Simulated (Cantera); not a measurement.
# Stirred combustor or abatement burner

A perfectly stirred reactor is fed with 7.47 % CH4, 0.740 % C2H6, 10.3 % O2, 81.5 % N2, at 0.326 atm; it is adiabatic with a 723 K inlet, and is followed from long to short residence time, starting on the burning branch (τ in s: 0.49, 0.18, 0.069, 0.026, 0.0097, 0.0037, 0.0014, 0.00052, 0.00019, 7.3e-05, 2.7e-05).

Detailed kinetics in Cantera: GRI-Mech 3.0 (53 species, 325 reactions).

```
τ (s)    T (K)    x CH4    x C2H6      x O2    x C2H  x CH2CO     x CH3
-------  -----  -------  --------  --------  -------  -------  --------
0.49      1617  0.00412   1.37e-5  0.000667  3.58e-8  2.75e-5  0.000181
0.18      1611  0.00445   2.72e-5   0.00126  5.24e-8  4.15e-5  0.000276
0.069     1599  0.00501   5.36e-5   0.00237  6.65e-8  5.95e-5  0.000407
0.026     1570  0.00632  0.000121   0.00501  6.63e-8  9.29e-5  0.000591
0.0097     723   0.0747   0.00740     0.103   <1e-12   <1e-12    <1e-12
0.0037     723   0.0747   0.00740     0.103   <1e-12   <1e-12    <1e-12
0.0014     723   0.0747   0.00740     0.103   <1e-12   <1e-12    <1e-12
0.00052    723   0.0747   0.00740     0.103   <1e-12   <1e-12    <1e-12
0.00019    723   0.0747   0.00740     0.103   <1e-12   <1e-12    <1e-12
7.3e-5     723   0.0747   0.00740     0.103   <1e-12   <1e-12    <1e-12
2.7e-5     723   0.0747   0.00740     0.103   <1e-12   <1e-12    <1e-12
```
x: mole fraction; the columns are a selection and need not sum to one.
